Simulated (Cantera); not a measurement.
A Cantera script and what it prints.

```python
import numpy as np
import cantera as ct

gas_names = [...]  # 109 gases of nasa_gas.yaml made of C, Cl, H, Si
cond_names = """
    C(gr) C6H6(L) C7H8(L) C8H18(L),n-octa Si(cr) Si(L) SiC(b)
""".split()


# ... load() reads the species with a 1 bar reference pressure and builds the phases ...
atoms = {
    'SiH2Cl2': {'Si': 1, 'H': 2, 'CL': 2},
    'C2H2': {'C': 2, 'H': 2},
    'H2': {'H': 2},
}
top_T = {'C(gr)': 4500, 'SiC(b)': 3050}  # K; cautious upper limits of use, not melting points


# ... equilibrate(T, P, feed) seeds the gas with the atoms and calls Mixture.equilibrate('TP', solver="gibbs", rtol=1e-10, max_steps=50000) ...
results = []
T = 1075  # K
P = 27000  # Pa
for m in [0.022, 0.1, 0.19, 0.27, 0.35, 0.43, 0.52]:
    feed = {'SiH2Cl2': 1, 'C2H2': m, 'H2': 1.1}  # mol
    mix = equilibrate(T, P, feed)
    results.append((T, P, feed, dict(zip(mix.species_names, mix.species_moles))))
    x = sorted(zip(gas.X, gas.species_names), reverse=True)
    print(f"T = {T:g} K  P = {P:g} Pa  n(C2H2) = {m:g} mol  gas = {mix.phase_moles(0):.4g} mol")
    print("   x: " + "  ".join(f"{s} {v:.3e}" for v, s in x if v > 1e-06))
    print("   condensed (mol): " + ("  ".join(f"{mix.phase(i).name} {mix.phase_moles(i):.4g}"
          for i in range(1, mix.n_phases) if mix.phase_moles(i) > 1e-12) or "none"))
```

Result:

```
T = 1075 K  P = 27000 Pa  n(C2H2) = 0.022 mol  gas = 2.613 mol
   x: H2 7.719e-01  SiCL4 1.433e-01  SiHCL3 4.721e-02  HCL 2.912e-02  SiCL3 4.408e-03  SiCL2 2.146e-03  SiH2CL2 1.819e-03  SiH3CL 1.841e-05  CH4 5.221e-06
   condensed (mol): Si(cr) 0.4361  SiC(b) 0.04399
T = 1075 K  P = 27000 Pa  n(C2H2) = 0.1 mol  gas = 2.692 mol
   x: H2 7.779e-01  SiCL4 1.387e-01  SiHCL3 4.623e-02  HCL 2.899e-02  SiCL3 4.299e-03  SiCL2 2.110e-03  SiH2CL2 1.803e-03  SiH3CL 1.847e-05  CH4 5.302e-06
   condensed (mol): Si(cr) 0.2802  SiC(b) 0.2
T = 1075 K  P = 27000 Pa  n(C2H2) = 0.19 mol  gas = 2.782 mol
   x: H2 7.844e-01  SiCL4 1.336e-01  SiHCL3 4.514e-02  HCL 2.884e-02  SiCL3 4.181e-03  SiCL2 2.071e-03  SiH2CL2 1.784e-03  SiH3CL 1.853e-05  CH4 5.390e-06
   condensed (mol): Si(cr) 0.1004  SiC(b) 0.38
T = 1075 K  P = 27000 Pa  n(C2H2) = 0.27 mol  gas = 2.912 mol
   x: H2 7.670e-01  SiCL4 1.383e-01  HCL 7.452e-02  SiHCL3 1.769e-02  SiCL3 1.656e-03  SiCL2 3.141e-04  SiH2CL2 2.646e-04  CH4 2.320e-04  SiH3CL 1.040e-06
   condensed (mol): SiC(b) 0.5393
T = 1075 K  P = 27000 Pa  n(C2H2) = 0.35 mol  gas = 3.051 mol
   x: H2 7.067e-01  HCL 1.621e-01  SiCL4 1.181e-01  SiHCL3 6.397e-03  CH4 6.081e-03  SiCL3 6.242e-04  SiCL2 5.224e-05  SiH2CL2 4.053e-05
   condensed (mol): C(gr) 0.06334  SiC(b) 0.6181
T = 1075 K  P = 27000 Pa  n(C2H2) = 0.43 mol  gas = 3.133 mol
   x: H2 7.115e-01  HCL 1.612e-01  SiCL4 1.141e-01  SiHCL3 6.257e-03  CH4 6.164e-03  SiCL3 6.084e-04  SiCL2 5.135e-05  SiH2CL2 4.012e-05
   condensed (mol): C(gr) 0.2199  SiC(b) 0.6208
T = 1075 K  P = 27000 Pa  n(C2H2) = 0.52 mol  gas = 3.225 mol
   x: H2 7.167e-01  HCL 1.603e-01  SiCL4 1.099e-01  CH4 6.255e-03  SiHCL3 6.105e-03  SiCL3 5.915e-04  SiCL2 5.040e-05  SiH2CL2 3.967e-05
   condensed (mol): C(gr) 0.3961  SiC(b) 0.6237
```

These are equilibrium values from Cantera (NASA tables, ideal gas, pure condensed phases), not measurements of a reactor. Mutual solubility and eutectic melting of coexisting phases are not modelled. The tables' values for SiCl3 are old estimates; treat these amounts as uncertain.
